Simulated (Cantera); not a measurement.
Charge: 1 mol Fe3O4, 830 mol H2, 14 mol N2, at 1400 K and 0.473 Torr.

Method: chemical equilibrium by Gibbs-energy minimisation in Cantera with the NASA 1993 tables (ideal gas, pure condensed phases). Candidate condensed phases: Fe, FeO, Fe(OH)2, Fe(OH)3, Fe2O3, Fe3O4, H2O; 27 gas species. The numbers say what is thermodynamically allowed, not how fast it happens.

Base state: H2 0.978, N2 0.0166, H2O 0.00474, H 0.000192, Fe 2.43e-5 (mole fractions); condensed: Fe(γ).

Question: What changes in the equilibrium state with this change: Fe3O4 replaced by Cr2O3?

Answer: 
```
species          before     after
-------------  --------  --------
H2                0.978     0.983
N2               0.0166    0.0166
H2O             0.00474  0.000600
Cr                    0   9.79e-5
Fe              2.43e-5         0
H              0.000192  0.000192
Fe(γ), mol         2.98         0
Cr(s), mol            0     0.255
Cr2O3(s), mol         0     0.831
```
Mutual solubility and eutectic melting of coexisting phases are not modelled. Further candidate phases: Cr, CrN, Cr2N, Cr2O3.
